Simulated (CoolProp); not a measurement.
Vapour-liquid equilibrium of benzene (1) + n-heptane (2) at 479.7 K; x and y are mole fractions of (1).

Computed with CoolProp (multi-fluid Helmholtz-energy mixture model, Thol 2012 and Span 2003; pair parameters Bell 2016).

| x | bubble pressure, mixture model (MPa) | bubble pressure, Raoult's law (MPa) | y, mixture model | y, Raoult's law |
|---|---|---|---|---|
| 0.05 | 1.130 | 1.121 | 0.069 | 0.071 |
| 0.125 | 1.182 | 1.158 | 0.168 | 0.172 |
| 0.2 | 1.234 | 1.196 | 0.260 | 0.267 |
| 0.275 | 1.284 | 1.233 | 0.345 | 0.356 |
| 0.35 | 1.332 | 1.270 | 0.425 | 0.439 |
| 0.425 | 1.377 | 1.308 | 0.499 | 0.518 |
| 0.5 | 1.419 | 1.345 | 0.569 | 0.593 |
| 0.575 | 1.458 | 1.383 | 0.636 | 0.663 |
| 0.65 | 1.492 | 1.420 | 0.700 | 0.730 |
| 0.725 | 1.523 | 1.458 | 0.763 | 0.793 |
| 0.8 | 1.549 | 1.495 | 0.825 | 0.853 |
| 0.875 | 1.571 | 1.533 | 0.888 | 0.911 |
| 0.95 | 1.587 | 1.570 | 0.954 | 0.965 |

The largest gap from Raoult's law is +5.5 % in bubble pressure, at x = 0.5. No azeotrope shows between x = 0.05 and 0.95.

Pair parameters are fitted to limited data, so mixtures are less certain than the pure fluids.
